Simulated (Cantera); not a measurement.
Charge: 1 mol ZrO₂, 5.6 mol H₂, 18 mol N₂, held at 5.20 mbar.

These are equilibrium values from Cantera (NASA tables, ideal gas, pure condensed phases), not measurements of a reactor. Candidate condensed phases: H₂O, Zr, ZrN, ZrO₂; 28 gas species. Mutual solubility and eutectic melting of coexisting phases are not modelled. ZrN: taken at fixed stoichiometry. Condensed phases not in the tables: solid solutions among these carbides, nitrides and lower oxides. Equilibrium is a limit: real reactors are often held back by kinetics, nucleation or transport.

x: gas mole fraction; n: condensed amount in mol.

| T (K) | x N₂ | x H₂ | x H | x H₂O | n ZrO₂(monoclinic) | n ZrO₂(tetragonal) | n ZrN(s) |
|---|---|---|---|---|---|---|---|
| 1275 | 0.763 | 0.237 | 4.98e-6 | … | 1.000 | 0 | 0 |
| 1350 | 0.763 | 0.237 | 1.61e-5 | … | 1.000 | 0 | 0 |
| 1425 | 0.763 | 0.237 | 4.61e-5 | … | 1.000 | 0 | 0 |
| 1500 | 0.763 | 0.237 | 0.000119 | … | 0 | 1.000 | 0 |
| 1575 | 0.763 | 0.237 | 0.000281 | … | 0 | 1.000 | 0 |
| 1650 | 0.762 | 0.237 | 0.000613 | … | 0 | 1.000 | 0 |
| 1725 | 0.762 | 0.237 | 0.00125 | … | 0 | 1.000 | 0 |
| 1800 | 0.762 | 0.236 | 0.00241 | … | 0 | 1.000 | 0 |
| 1875 | 0.761 | 0.235 | 0.00440 | … | 0 | 1.000 | 0.000114 |
| 1950 | 0.760 | 0.233 | 0.00767 | … | 0 | 1.000 | 0.000148 |
| 2025 | 0.758 | 0.229 | 0.0128 | … | 0 | 1.000 | 0.000186 |
| 2100 | 0.755 | 0.225 | 0.0205 | … | 0 | 1.000 | 0.000218 |

### Question
Complete the blanks.

### Answer

- 1275, x H₂O: 3.33e-7
- 1350, x H₂O: 6.08e-7
- 1425, x H₂O: 1.04e-6
- 1500, x H₂O: 1.67e-6
- 1575, x H₂O: 2.54e-6
- 1650, x H₂O: 3.72e-6
- 1725, x H₂O: 5.26e-6
- 1800, x H₂O: 7.22e-6
- 1875, x H₂O: 9.64e-6
- 1950, x H₂O: 1.25e-5
- 2025, x H₂O: 1.59e-5
- 2100, x H₂O: 1.96e-5
